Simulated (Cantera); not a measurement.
Charge: 1 mol Ca(OH)2, 7.3 mol H2, 1.6 mol CO2, held at 13300 Pa.

Method: chemical equilibrium by Gibbs-energy minimisation in Cantera with the NASA 1993 tables (ideal gas, pure condensed phases). Candidate condensed phases: C, C6H6, C7H8, C8H18, Ca, CaCO3, CaO, Ca(OH)2, H2O; 115 gas species. Equilibrium is a limit: real reactors are often held back by kinetics, nucleation or transport.

x: gas mole fraction; n: condensed amount in mol.

```
T (°C)   x H2  x H2O    x CO   x CO2     x CH4  n CaCO3(calcite)  n CaO(s)
------  -----  -----  ------  ------  --------  ----------------  --------
502     0.715  0.212  0.0136  0.0204    0.0386              1.00         0
602     0.770  0.162  0.0413  0.0229   0.00369              1.00         0
702     0.631  0.207   0.106  0.0556  0.000172                 0      1.00
802     0.620  0.218   0.117  0.0444   1.30e-5                 0      1.00
902     0.612  0.226   0.125  0.0362   1.50e-6                 0      1.00
1002    0.606  0.232   0.131     [?]       [?]                 0      1.00
1102    0.602  0.237   0.136  0.0258   5.08e-8                 0      1.00
1202    0.598  0.240   0.139     [?]       [?]                 0     1.000
1302    0.596  0.243   0.142  0.0199   4.09e-9                 0     1.000
1402    0.593  0.245   0.144  0.0179   1.46e-9                 0     1.000
```

Question: Complete the blanks.

Answer: 
- 1202, x CO2: 0.0225
- 1202, x CH4: 1.32e-8
- 1002, x CO2: 0.0303
- 1002, x CH4: 2.42e-7
